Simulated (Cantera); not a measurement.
## MgO + HI + N2 (chemical vapour transport)

Charge: 1 mol MgO, 1.5 mol HI, 0.26 mol N2, at 135 Torr.

Method: chemical equilibrium by Gibbs-energy minimisation in Cantera with the NASA 1993 tables (ideal gas, pure condensed phases). Candidate condensed phases: H2O, I2, Mg, MgI2, MgO, Mg(OH)2; 36 gas species. Rates play no part.

```
T (°C)  log p HI  log p I  log p H2  log p N2  log p I2  log p H2O  log p MgI2  n MgO(s)
------  --------  -------  --------  --------  --------  ---------  ----------  --------
777        -0.99    -1.95     -1.65     -1.59     -1.77      -3.02       -3.02     0.990
827        -1.02    -1.79     -1.62     -1.60     -1.80      -2.88       -2.88     0.987
877        -1.04    -1.66     -1.60     -1.60     -1.85      -2.77       -2.77     0.982
927        -1.08    -1.54     -1.58     -1.61     -1.92      -2.67       -2.67     0.977
977        -1.11    -1.45     -1.55     -1.62     -1.99      -2.59       -2.59     0.972
1027       -1.16    -1.37     -1.53     -1.63     -2.08      -2.52       -2.52     0.967
1077       -1.20    -1.30     -1.50     -1.64     -2.18      -2.47       -2.47     0.962
1127       -1.26    -1.25     -1.48     -1.65     -2.29      -2.43       -2.43     0.957
1177       -1.31    -1.21     -1.46     -1.66     -2.41      -2.40       -2.40     0.953
1227       -1.37    -1.17     -1.44     -1.67     -2.52      -2.38       -2.38     0.950
1277       -1.43    -1.14     -1.42     -1.67     -2.64      -2.36       -2.36     0.947
1327       -1.48    -1.12     -1.40     -1.68     -2.76      -2.35       -2.35     0.945
```
log p: log10 of the partial pressure in bar; n: condensed amount in mol.

From 777 °C to 1327 °C the condensed part is MgO(s). The main Mg-bearing gas is MgI2 throughout. The share of Mg in condensed phases is highest at 777 °C (99.0 %) and lowest at 1327 °C (94.5 %).
